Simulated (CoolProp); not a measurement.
Vapour-liquid equilibrium of carbon dioxide (1) + ethane (2) at 21.9 bar; x and y are mole fractions of (1).

Computed with CoolProp (multi-fluid Helmholtz-energy mixture model, Span 1996 and Bücker 2006; pair parameters Kunz 2012).

```csv
x,"bubble temperature, mixture model (°C)","bubble temperature, Raoult's law (°C)","y, mixture model","y, Raoult's law"
0.05,-7.0,-4.4,0.102,0.071
0.15,-12.6,-6.1,0.265,0.203
0.25,-16.4,-7.6,0.385,0.323
0.35,-19.0,-9.1,0.475,0.435
0.45,-20.6,-10.4,0.546,0.538
0.55,-21.5,-11.7,0.605,0.634
0.65,-21.9,-12.8,0.659,0.724
0.75,-21.7,-14.0,0.718,0.809
0.85,-20.8,-15.0,0.793,0.888
0.95,-18.6,-16.0,0.910,0.964
```

The largest gap from Raoult's law is -10.2 K in bubble temperature, at x = 0.45. y crosses x between x = 0.65 and 0.75: the model has an azeotrope there.

The pair parameters rest on a limited set of measurements; away from them the model extrapolates.
